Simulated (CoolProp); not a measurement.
R142b along the isotherm 470 K: density (kg/m³) from the reference equation and from simpler models built on Tc = 410.3 K, pc = 40.55 bar, ω = 0.232; each cubic takes its own stable root.

The numbers come from the reference Helmholtz-energy equation of state, Lemmon 2006 in CoolProp. It is a short technical equation, of lower accuracy than the large ones.

```csv
p (bar),phase,reference,van der Waals,Peng-Robinson
13.5,gas,37.54,37.52,37.88
27,gas,82.35,82.68,83.68
40.5,gas,138.2,141.1,140.7
54.1,supercritical,212.0,227.8,214.0
67.6,supercritical,309.5,347.6,303.9
81.1,supercritical,422.1,425.0,398.2
94.6,supercritical,517.7,469.4,478.6
108,supercritical,584.7,499.8,541.3
122,supercritical,634.5,524.1,593.2
135,supercritical,669.4,542.3,632.6
149,supercritical,699.6,558.9,668.4
162,supercritical,722.8,572.2,697.0
176,supercritical,744.3,584.8,724.2
189,supercritical,761.7,595.2,746.6
203,supercritical,778.3,605.4,768.4
```
